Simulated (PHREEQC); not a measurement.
PHREEQC input (Pitzer model, pitzer.dat):

```
SOLUTION 1
  temp 60
  units mol/kgw
  pH 7 charge
  S(6) 0.83
  Mg 0.34
  Na 0.71
  Cl 0.13
  K 0.4
END
USE solution 1
INCREMENTAL_REACTIONS false
REACTION 1
  H2O -1
  0 9.886 18.011 24.689 30.178 34.689 38.397 41.444
  43.949 46.007 moles
EQUILIBRIUM_PHASES 1
  Arcanite 0 0
  Bischofite 0 0
  Bloedite 0 0
  Brucite 0 0
  Carnallite 0 0
  Epsomite 0 0
  Glaserite 0 0
  Halite 0 0
  Hexahydrite 0 0
  Kainite 0 0
  Kieserite 0 0
  Leonite 0 0
  Mirabilite 0 0
  Misenite 0 0
  Schoenite 0 0
  Sylvite 0 0
  Thenardite 0 0
  MgCl2_4H2O 0 0
SELECTED_OUTPUT 1
  -reset false
  -pH true
  -pe true
  -ionic_strength true
  -water true
  -activities H2O
  -totals Cl K Mg Na S
  -molalities H+ Na+ K+ Mg+2 Cl- SO4-2 OH- HSO4- MgOH+
  -equilibrium_phases Arcanite Bischofite Bloedite Brucite Carnallite Epsomite Glaserite Halite Hexahydrite Kainite
    Kieserite Leonite Mirabilite Misenite Schoenite Sylvite Thenardite MgCl2_4H2O
PRINT
  -reset false
END
```

Selected output (columns that matter, 10 of 10 rows; water left (kg) added in front):

```
water left (kg)	pH	mu	Cl	K	Mg	Na	S	m_H+	m_Na+	m_K+	m_Mg+2	m_Cl-	la_H2O	Glaserite
1	6.5057	2.96	0.13	0.4	0.34	0.71	0.83	6.8478e-07	0.71	0.4	0.34	0.13	-0.012236	0
0.821894	6.4719	3.6014	0.15817	0.48668	0.41368	0.86386	1.0099	7.1121e-07	0.86386	0.48668	0.41367	0.15817	-0.014859	0
0.675514	6.4319	4.3818	0.19245	0.59214	0.50332	1.0511	1.2287	7.1999e-07	1.0511	0.59214	0.50331	0.19245	-0.018141	0
0.555203	6.3845	5.3314	0.23415	0.72046	0.61239	1.2788	1.4949	7.0011e-07	1.2788	0.72046	0.61238	0.23415	-0.022295	0
0.456313	6.3282	6.4867	0.28489	0.87659	0.7451	1.5559	1.8189	6.3981e-07	1.5559	0.87659	0.74509	0.28489	-0.027611	0
0.375043	6.2613	7.8924	0.34663	1.0665	0.90656	1.8931	2.2131	5.3195e-07	1.8931	1.0665	0.90655	0.34663	-0.034464	0
0.30824	6.1822	9.6029	0.42175	1.2977	1.103	2.3034	2.6927	3.8339e-07	2.3034	1.2977	1.103	0.42175	-0.043321	0
0.253345	6.0889	11.684	0.51313	1.5789	1.342	2.8025	3.2762	2.2311e-07	2.8025	1.5789	1.342	0.51313	-0.054688	0
0.208215	5.9447	13.57	0.62436	1.598	1.6329	3.3022	3.7709	1.6034e-07	3.3022	1.598	1.6329	0.62436	-0.066149	0.022423
0.171138	5.7651	15.789	0.75962	1.5839	1.9867	3.8976	4.3476	1.0556e-07	3.8976	1.5839	1.9867	0.75962	-0.080968	0.042981
```

At this temperature some constants are extrapolated from 25 °C, and those without enthalpy data are left unchanged.
